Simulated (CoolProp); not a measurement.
Vapour-liquid equilibrium of R1234yf (1) + R152A (2) at 344 kPa; x and y are mole fractions of (1).

Values from CoolProp's multi-fluid Helmholtz-energy mixture model, Lemmon 2022 and Outcalt 1996; pair parameters Bell 2023.

```json
[
 {"x": "0.05", "bubble temperature, mixture model (K)": "279.9", "bubble temperature, Raoult's law (K)": "280.5", "y, mixture model": "0.074", "y, Raoult's law": "0.058"},
 {"x": "0.125", "bubble temperature, mixture model (K)": "278.8", "bubble temperature, Raoult's law (K)": "280.1", "y, mixture model": "0.170", "y, Raoult's law": "0.144"},
 {"x": "0.2", "bubble temperature, mixture model (K)": "278.0", "bubble temperature, Raoult's law (K)": "279.7", "y, mixture model": "0.253", "y, Raoult's law": "0.228"},
 {"x": "0.275", "bubble temperature, mixture model (K)": "277.3", "bubble temperature, Raoult's law (K)": "279.3", "y, mixture model": "0.329", "y, Raoult's law": "0.310"},
 {"x": "0.35", "bubble temperature, mixture model (K)": "276.8", "bubble temperature, Raoult's law (K)": "278.9", "y, mixture model": "0.399", "y, Raoult's law": "0.389"},
 {"x": "0.425", "bubble temperature, mixture model (K)": "276.4", "bubble temperature, Raoult's law (K)": "278.5", "y, mixture model": "0.466", "y, Raoult's law": "0.467"},
 {"x": "0.5", "bubble temperature, mixture model (K)": "276.1", "bubble temperature, Raoult's law (K)": "278.2", "y, mixture model": "0.532", "y, Raoult's law": "0.542"},
 {"x": "0.575", "bubble temperature, mixture model (K)": "275.8", "bubble temperature, Raoult's law (K)": "277.8", "y, mixture model": "0.597", "y, Raoult's law": "0.616"},
 {"x": "0.65", "bubble temperature, mixture model (K)": "275.7", "bubble temperature, Raoult's law (K)": "277.4", "y, mixture model": "0.663", "y, Raoult's law": "0.688"},
 {"x": "0.725", "bubble temperature, mixture model (K)": "275.6", "bubble temperature, Raoult's law (K)": "277.0", "y, mixture model": "0.731", "y, Raoult's law": "0.758"},
 {"x": "0.8", "bubble temperature, mixture model (K)": "275.5", "bubble temperature, Raoult's law (K)": "276.7", "y, mixture model": "0.801", "y, Raoult's law": "0.826"},
 {"x": "0.875", "bubble temperature, mixture model (K)": "275.6", "bubble temperature, Raoult's law (K)": "276.3", "y, mixture model": "0.873", "y, Raoult's law": "0.893"},
 {"x": "0.95", "bubble temperature, mixture model (K)": "275.6", "bubble temperature, Raoult's law (K)": "275.9", "y, mixture model": "0.948", "y, Raoult's law": "0.958"}
]
```

The largest gap from Raoult's law is -2.1 K in bubble temperature, at x = 0.425. y crosses x between x = 0.8 and 0.875: the model has an azeotrope there.

Pair parameters are fitted to limited data, so mixtures are less certain than the pure fluids.
